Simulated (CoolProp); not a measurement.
Vapour-liquid equilibrium of nitrogen (1) + methane (2) at -173.85 °C; x and y are mole fractions of (1).

The numbers come from the multi-fluid Helmholtz-energy mixture model, Span 2000 and Setzmann 1991; pair parameters Kunz 2012 in CoolProp.

| x | bubble pressure (MPa) | y at the bubble point | dew pressure at overall composition x (MPa) | liquid density (mol/L) |
|---|---|---|---|---|
| 0.05 | 0.09837 | 0.679 | 0.03362 | 27.34 |
| 0.125 | 0.1819 | 0.832 | 0.03652 | 27.23 |
| 0.2 | 0.2508 | 0.882 | 0.03997 | 27.11 |
| 0.275 | 0.3088 | 0.908 | 0.04412 | 26.98 |
| 0.35 | 0.3590 | 0.924 | 0.04921 | 26.83 |
| 0.425 | 0.4037 | 0.936 | 0.05560 | 26.68 |
| 0.5 | 0.4448 | 0.946 | 0.06384 | 26.51 |
| 0.575 | 0.4840 | 0.954 | 0.07490 | 26.32 |
| 0.65 | 0.5229 | 0.961 | 0.09054 | 26.11 |
| 0.725 | 0.5628 | 0.968 | 0.1144 | 25.88 |
| 0.8 | 0.6050 | 0.976 | 0.1549 | 25.62 |
| 0.875 | 0.6512 | 0.984 | 0.2381 | 25.32 |
| 0.95 | 0.7028 | 0.993 | 0.4656 | 25.00 |

No azeotrope shows between x = 0.05 and 0.95.

Pair parameters are fitted to limited data, so mixtures are less certain than the pure fluids. The gap from Raoult's law changes sign with composition, which may be real or a fault of the pair parameters; it wasn't checked against measurements. With so large a gap from Raoult's law the liquid may split in two, which this calculation doesn't test in full.
